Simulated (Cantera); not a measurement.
A perfectly stirred reactor is fed with H2 : O2 : N2 = 1 : 0.877 : 3.3 (molar parts), equivalence ratio 0.57, at 440000 Pa; it is adiabatic with a 325 K inlet, and is followed from long to short residence time, starting on the burning branch (τ in s: 0.22, 0.082, 0.031, 0.012, 0.0043, 0.0016, 0.00061, 0.00023, 8.6e-05, 3.2e-05, 1.2e-05, 4.5e-06).

Model: GRI-Mech 3.0 (53 species, 325 reactions), integrated in Cantera. The hydrogen kinetics of GRI-Mech 3.0 are dated; newer H2 mechanisms differ, most at raised pressure.

Problem. What does this change do: N2 3.3 to 4.4 parts?

Solution. 
```tsv
quantity	before	after
blow-out, bracketed by the residence times tried	burning at 12.0 µs, out at 4.50 µs	burning at 32.0 µs, out at 12.0 µs
x(H2) at τ = 0.220 s	3.91e-5	3.76e-5
x(O2) at τ = 0.220 s	0.0804	0.0652
x(HO2) at τ = 0.220 s	1.50e-6	1.49e-6
x(NO) at τ = 0.220 s	2.55e-5	1.90e-6
x(NO2) at τ = 0.220 s	9.19e-8	2.34e-8
x(H2) at τ = 0.610 ms	0.00146	0.00198
x(O2) at τ = 0.610 ms	0.0801	0.0656
x(HO2) at τ = 0.610 ms	2.80e-5	5.53e-5
x(NO) at τ = 0.610 ms	7.77e-6	2.00e-6
x(NO2) at τ = 0.610 ms	3.93e-8	1.80e-8
```

Problem. What does this change do: H2 1 to 1.4 parts?

Solution. 
```json
[
 {"quantity": "blow-out, bracketed by the residence times tried", "before": "burning at 12.0 µs, out at 4.50 µs", "after": "burning at 4.50 µs, the shortest tried"},
 {"quantity": "x(H2) at τ = 0.220 s", "before": "3.91e-5", "after": "0.000841"},
 {"quantity": "x(O2) at τ = 0.220 s", "before": "0.0804", "after": "0.0341"},
 {"quantity": "x(HO2) at τ = 0.220 s", "before": "1.50e-6", "after": "3.67e-6"},
 {"quantity": "x(NO) at τ = 0.220 s", "before": "2.55e-5", "after": "0.00308"},
 {"quantity": "x(NO2) at τ = 0.220 s", "before": "9.19e-8", "after": "3.34e-6"},
 {"quantity": "x(H2) at τ = 0.610 ms", "before": "0.00146", "after": "0.00406"},
 {"quantity": "x(O2) at τ = 0.610 ms", "before": "0.0801", "after": "0.0360"},
 {"quantity": "x(HO2) at τ = 0.610 ms", "before": "2.80e-5", "after": "1.11e-5"},
 {"quantity": "x(NO) at τ = 0.610 ms", "before": "7.77e-6", "after": "8.60e-5"},
 {"quantity": "x(NO2) at τ = 0.610 ms", "before": "3.93e-8", "after": "1.11e-7"}
]
```

Problem. What does this change do: pressure from 440000 Pa to 100000 Pa?

Solution. 
```csv
quantity,before,after
"blow-out, bracketed by the residence times tried","burning at 12.0 µs, out at 4.50 µs","burning at 32.0 µs, out at 12.0 µs"
x(H2) at τ = 0.220 s,3.91e-5,0.000144
x(O2) at τ = 0.220 s,0.0804,0.0802
x(HO2) at τ = 0.220 s,1.50e-6,1.38e-6
x(NO) at τ = 0.220 s,2.55e-5,2.44e-5
x(NO2) at τ = 0.220 s,9.19e-8,3.99e-8
x(H2) at τ = 0.610 ms,0.00146,0.00568
x(O2) at τ = 0.610 ms,0.0801,0.0798
x(HO2) at τ = 0.610 ms,2.80e-5,2.75e-5
x(NO) at τ = 0.610 ms,7.77e-6,1.19e-5
x(NO2) at τ = 0.610 ms,3.93e-8,6.78e-9
```
